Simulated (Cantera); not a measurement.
A freely propagating, adiabatic, planar premixed flame of 48.0 % H2, 10.9 % O2, 41.1 % N2, equivalence ratio 2.2, unburnt at 550 K and 0.132 atm; mixture-averaged transport, grid criteria slope 0.08 and curve 0.16, no radiation.

Model: the H2/O2 subset of GRI-Mech 3.0, which has no nitrogen chemistry, integrated in Cantera. Burning velocities carry a grid error of a few per cent, more on coarse grids.

Predict: laminar burning velocity; thermal thickness; peak x(OH); peak x(H2O2); peak x(HO2).


```json
{
 "laminar_burning_velocity": "581 cm/s",
 "thermal_thickness": "6.02 mm",
 "peak x(OH)": "0.00375",
 "peak x(H2O2)": "9.40e-7",
 "peak x(HO2)": "4.88e-5"
}
```
